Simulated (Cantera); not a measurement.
Standard-state values (1 bar) from the NASA 1993 polynomials, evaluated with Cantera. Values are per mole of reaction as written; species without (g) are pure solids or liquids, kept so even where they would boil at 1 bar.

**Question.** Between 300 and 2375 K, where is each reaction favourable under standard conditions?
- 2 FeCl2(g) + C ⇌ 2 Fe + CCl4(g)

**Answer.** 
- 2 FeCl2(g) + C ⇌ 2 Fe + CCl4(g): ΔG° is 258 kJ at 300 K and 664 kJ at 2375 K; it stays positive (K < 1). ΔH° is 291 kJ and ΔS° -157 J/K at 2375 K.
